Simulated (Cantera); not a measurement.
An isothermal, constant-pressure homogeneous reactor starts with 0.685 % CH₄, 96.4 % H₂, 0.482 % CO₂, 2.41 % H₂O, at 2975 K and 225 Torr.

Model: GRI-Mech 3.0 (53 species, 325 reactions), integrated in Cantera.

One state of this run: x CH₄ = 1.48e-11; x H₂ = 0.739; x CO₂ = 3.19e-5; x HCO = 5.51e-8; x C₂H₆ = <1e-12; x OH = 0.00174. x: mole fraction; the columns are a selection and need not sum to one.

Task: Which value of t (s) does it belong to?
(A) 100
(B) 0.000283
(C) 3.36e-5
(D) 4.00e-6

Result: A, 100
